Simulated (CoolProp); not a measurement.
Vapour-liquid equilibrium of diethyl ether (1) + benzene (2) at 362 K; x and y are mole fractions of (1).

Computed with CoolProp (multi-fluid Helmholtz-energy mixture model, Thol 2014 and Thol 2012; pair parameters Bell 2016).

```json
[
 {"x": "0.05", "bubble pressure (MPa)": "0.1495", "y at the bubble point": "0.157", "dew pressure at overall composition x (MPa)": "0.1369", "liquid density (mol/L)": "10.20"},
 {"x": "0.125", "bubble pressure (MPa)": "0.1760", "y at the bubble point": "0.334", "dew pressure at overall composition x (MPa)": "0.1455", "liquid density (mol/L)": "10.07"},
 {"x": "0.2", "bubble pressure (MPa)": "0.2025", "y at the bubble point": "0.465", "dew pressure at overall composition x (MPa)": "0.1552", "liquid density (mol/L)": "9.934"},
 {"x": "0.275", "bubble pressure (MPa)": "0.2292", "y at the bubble point": "0.566", "dew pressure at overall composition x (MPa)": "0.1662", "liquid density (mol/L)": "9.802"},
 {"x": "0.35", "bubble pressure (MPa)": "0.2560", "y at the bubble point": "0.648", "dew pressure at overall composition x (MPa)": "0.1789", "liquid density (mol/L)": "9.669"},
 {"x": "0.425", "bubble pressure (MPa)": "0.2830", "y at the bubble point": "0.714", "dew pressure at overall composition x (MPa)": "0.1937", "liquid density (mol/L)": "9.535"},
 {"x": "0.5", "bubble pressure (MPa)": "0.3103", "y at the bubble point": "0.771", "dew pressure at overall composition x (MPa)": "0.2111", "liquid density (mol/L)": "9.400"},
 {"x": "0.575", "bubble pressure (MPa)": "0.3379", "y at the bubble point": "0.819", "dew pressure at overall composition x (MPa)": "0.2318", "liquid density (mol/L)": "9.263"},
 {"x": "0.65", "bubble pressure (MPa)": "0.3660", "y at the bubble point": "0.860", "dew pressure at overall composition x (MPa)": "0.2568", "liquid density (mol/L)": "9.125"},
 {"x": "0.725", "bubble pressure (MPa)": "0.3944", "y at the bubble point": "0.897", "dew pressure at overall composition x (MPa)": "0.2877", "liquid density (mol/L)": "8.985"},
 {"x": "0.8", "bubble pressure (MPa)": "0.4232", "y at the bubble point": "0.929", "dew pressure at overall composition x (MPa)": "0.3267", "liquid density (mol/L)": "8.842"},
 {"x": "0.875", "bubble pressure (MPa)": "0.4525", "y at the bubble point": "0.958", "dew pressure at overall composition x (MPa)": "0.3771", "liquid density (mol/L)": "8.696"},
 {"x": "0.95", "bubble pressure (MPa)": "0.4824", "y at the bubble point": "0.984", "dew pressure at overall composition x (MPa)": "0.4443", "liquid density (mol/L)": "8.546"}
]
```

No azeotrope shows between x = 0.05 and 0.95.

Pair parameters are fitted to limited data, so mixtures are less certain than the pure fluids.
